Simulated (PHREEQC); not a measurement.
Make-up at 25 °C: 0.41 mol/kgw NaHSO4 and 0.00075 mol/kgw KOH. Closed to the air; pH follows from the charge balance.

Computed with PHREEQC (ion-association model, phreeqc.dat).

Precipitation was switched off in this run.

**Question.** Estimate the pH.

**Answer.** pH 0.97.

**Question.** In which forms is Na present?

**Answer.** Na+ 91 %, NaSO4- 9.3 % of the Na.

Species that the database lacks are ignored.
